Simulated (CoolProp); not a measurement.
Properties of R115 along the isobar 1.28 MPa.

Computed with CoolProp (reference Helmholtz-energy equation of state, Lemmon 2016).

| T (°C) | phase | density (kg/m³) | cp (kJ/(kg K)) |
|---|---|---|---|
| -34.45 | liquid | 1535 | 0.9395 |
| -20.45 | liquid | 1484 | 0.9668 |
| -6.45 | liquid | 1431 | 0.9988 |
| 7.45 | liquid | 1373 | 1.037 |
| 21.45 | liquid | 1309 | 1.088 |
| 35.45 | liquid | 1233 | 1.162 |
| 49.45 | gas | 95.11 | 0.9052 |
| 63.45 | gas | 86.77 | 0.8743 |
| 77.45 | gas | 80.43 | 0.8643 |
| 91.45 | gas | 75.31 | 0.8636 |
| 105.35 | gas | 71.04 | 0.8675 |
| 119.35 | gas | 67.36 | 0.8740 |
| 133.35 | gas | 64.13 | 0.8819 |
| 147.35 | gas | 61.27 | 0.8906 |
| 161.35 | gas | 58.71 | 0.8996 |
